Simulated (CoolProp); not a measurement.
Oxygen at 293.15 K and 0.314 MPa flows at 1.9 m/s in a round tube of 12.7 mm bore and 45 µm roughness, fully developed (64/Re and Nu = 3.66 if laminar; Colebrook and Gnielinski if turbulent). Each further row changes one setting.

Values from CoolProp's reference Helmholtz-energy equation of state, Schmidt 1985.

```tsv
case	Reynolds number	Darcy friction factor	pressure drop (Pa/m)	heat-transfer coefficient (W/(m² K))	mass flow (kg/h)
as stated	4910	0.0413	24.3	36.3	3.58
velocity 3.8 m/s	9810	0.0360	84.4	70.2	7.16
diameter 25.4 mm	9810	0.0336	9.87	32.6	14.3
```

Viscosity comes from a separate model (Lemmon 2004). Thermal conductivity comes from a separate model (Lemmon 2004).
